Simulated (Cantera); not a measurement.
# Ignition delay

Mixture: C3H8 : O2 : N2 = 1 : 11.1 : 41.8 (molar parts), at 0.987 atm, adiabatic and at constant pressure. Ignition delay is the time to a rise of 400 K.

Cantera simulation using GRI-Mech 3.0 (53 species, 325 reactions); the numbers are that mechanism's predictions, not measurements. GRI-Mech 3.0 was tuned for natural gas; its chemistry of propane as a main component is partial and can be far from experiment. Where the delays flatten at high temperature, the 400 K rule measures the pace of heat release, not the induction time.

```tsv
T0 (K)	delay (ms)
1148	16.8
1248	2.19
1348	0.422
1448	0.123
1548	0.0506
1648	0.0271
1748	0.0178
1848	0.0170
1948	0.0219
```
